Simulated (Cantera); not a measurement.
An adiabatic, constant-volume homogeneous reactor starts with CH4 : O2 : N2 : H2O = 1 : 0.909 : 3.42 : 1.1 (molar parts), equivalence ratio 2.2, at 1398 K and 1.00 bar. Integrator tolerance rtol = 1e-08.

Model: GRI-Mech 3.0 (53 species, 325 reactions), integrated in Cantera.

**Question.** What does this change do: 0.51 parts H2 added?

**Answer.** 
```tsv
quantity	before	after
time of steepest temperature rise	7.98 ms	1.11 ms
temperature at 2.00 s	2405 K	2356 K
equilibrium temperature	2405 K	2356 K
x(CH4) at 2.00 s	5.22e-11 (gas-phase equilibrium 5.95e-11)	1.26e-10 (gas-phase equilibrium 1.45e-10)
x(O2) at 2.00 s	1.12e-5 (gas-phase equilibrium 1.12e-5)	3.92e-6 (gas-phase equilibrium 3.92e-6)
x(H2O) at 2.00 s	0.229 (gas-phase equilibrium 0.229)	0.220 (gas-phase equilibrium 0.220)
x(HCN) at 2.00 s	1.02e-7 (gas-phase equilibrium 1.02e-7)	1.40e-7 (gas-phase equilibrium 1.40e-7)
x(H2) at 2.00 s	0.179 (gas-phase equilibrium 0.179)	0.226 (gas-phase equilibrium 0.226)
```

**Question.** What does this change do: initial temperature 1398 to 1625 K?

**Answer.** 
| quantity | before | after |
|---|---|---|
| time of steepest temperature rise | 7.98 ms | 0.629 ms |
| temperature at 2.00 s | 2405 K | 2568 K |
| equilibrium temperature | 2405 K | 2568 K |
| x(CH4) at 2.00 s | 5.22e-11 (gas-phase equilibrium 5.95e-11) | 2.17e-11 (gas-phase equilibrium 2.47e-11) |
| x(O2) at 2.00 s | 1.12e-5 (gas-phase equilibrium 1.12e-5) | 6.16e-5 (gas-phase equilibrium 6.16e-5) |
| x(H2O) at 2.00 s | 0.229 (gas-phase equilibrium 0.229) | 0.227 (gas-phase equilibrium 0.227) |
| x(HCN) at 2.00 s | 1.02e-7 (gas-phase equilibrium 1.02e-7) | 9.21e-8 (gas-phase equilibrium 9.21e-8) |
| x(H2) at 2.00 s | 0.179 (gas-phase equilibrium 0.179) | 0.175 (gas-phase equilibrium 0.175) |

**Question.** What does this change do: initial temperature 1398 to 1475 K?

**Answer.** 
```csv
quantity,before,after
time of steepest temperature rise,7.98 ms,3.17 ms
temperature at 2.00 s,2405 K,2463 K
equilibrium temperature,2405 K,2463 K
x(CH4) at 2.00 s,5.22e-11 (gas-phase equilibrium 5.95e-11),3.78e-11 (gas-phase equilibrium 4.31e-11)
x(O2) at 2.00 s,1.12e-5 (gas-phase equilibrium 1.12e-5),2.11e-5 (gas-phase equilibrium 2.11e-5)
x(H2O) at 2.00 s,0.229 (gas-phase equilibrium 0.229),0.229 (gas-phase equilibrium 0.229)
x(HCN) at 2.00 s,1.02e-7 (gas-phase equilibrium 1.02e-7),9.85e-8 (gas-phase equilibrium 9.85e-8)
x(H2) at 2.00 s,0.179 (gas-phase equilibrium 0.179),0.178 (gas-phase equilibrium 0.178)
```
